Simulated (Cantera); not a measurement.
An isothermal, constant-pressure homogeneous reactor starts with CO : O2 : H2O : N2 = 0.016 : 0.0085 : 0.00013 : 1 (molar parts), equivalence ratio 0.94, at 1200 K and 0.133 bar.

Cantera simulation using GRI-Mech 3.0 (53 species, 325 reactions); the numbers are that mechanism's predictions, not measurements.

Task: Predict: x(CO) at 4.00 s; x(O2) at 4.00 s; x(H2O) at 4.00 s; x(O) at 4.00 s; x(N2O) at 4.00 s; x(NO) at 4.00 s.

Result: 
- x(CO) at 4.00 s = 0.000528 (gas-phase equilibrium 3.43e-8)
- x(O2) at 4.00 s = 0.000741 (gas-phase equilibrium 0.000487)
- x(H2O) at 4.00 s = 0.000116 (gas-phase equilibrium 0.000128)
- x(O) at 4.00 s = 3.13e-5 (gas-phase equilibrium 1.52e-9)
- x(N2O) at 4.00 s = 7.47e-8 (gas-phase equilibrium 3.02e-10)
- x(NO) at 4.00 s = 5.66e-6 (gas-phase equilibrium 1.06e-5)
